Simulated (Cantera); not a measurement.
A Cantera script and what it prints.

```python
import numpy as np
import cantera as ct

gas_names = """
    O3
""".split()
cond_names = """
    Ti4O7(s) Ti4O7(L) Ti3O5(a) Ti3O5(b) Ti3O5(L)
""".split()


# ... load() reads the species with a 1 bar reference pressure and builds the phases ...
species = {s.name: s for s in load("nasa_gas.yaml", gas_names) + load("nasa_condensed.yaml", cond_names)}
# Each term lists the table entries of one substance; the one whose range holds T is used.
reactions = {
    '9 Ti4O7 = 12 Ti3O5 + O3(g)':
        [(-9, ['Ti4O7(s)', 'Ti4O7(L)']), (12, ['Ti3O5(a)', 'Ti3O5(b)', 'Ti3O5(L)']), (1, ['O3'])],
}


def pick(names, T):
    return next(species[n] for n in names if species[n].thermo.min_temp <= T <= species[n].thermo.max_temp)


results = []
for label, terms in reactions.items():
    print(label)
    print("     T/K   dH/kJ  dS/(J/K)   dG/kJ   log10 K")
    for T in [1125, 1200, 1275, 1350, 1425, 1500, 1575, 1650, 1725, 1800]:
        used = [(nu, pick(names, T)) for nu, names in terms]
        dH = sum(nu * s.thermo.h(T) for nu, s in used) / 1e6
        dS = sum(nu * s.thermo.s(T) for nu, s in used) / 1e3
        dG = dH - T * dS / 1e3
        logK = -dG * 1e6 / (ct.gas_constant * T * np.log(10))
        results.append((label, T, dH, dS, dG, logK, [s.name for _, s in used]))
        print(f"{T:8g} {dH:8.1f} {dS:8.1f} {dG:8.1f} {logK:8.2f}")
```

It prints:

```
9 Ti4O7 = 12 Ti3O5 + O3(g)
     T/K   dH/kJ  dS/(J/K)   dG/kJ   log10 K
    1125   1371.7    287.1   1048.7   -48.69
    1200   1369.0    284.8   1027.3   -44.72
    1275   1368.4    284.2   1006.0   -41.21
    1350   1369.8    285.3    984.6   -38.10
    1425   1373.5    288.0    963.1   -35.30
    1500   1379.6    292.1    941.4   -32.78
    1575   1388.0    297.6    919.3   -30.49
    1650   1398.9    304.4    896.7   -28.39
    1725   1412.4    312.3    873.6   -26.45
    1800   1428.3    321.4    849.8   -24.66
```

Source: NASA polynomial tables (part measured, part estimated), evaluated in Cantera. Condensed species are held in their standard states even where they would react or evaporate.
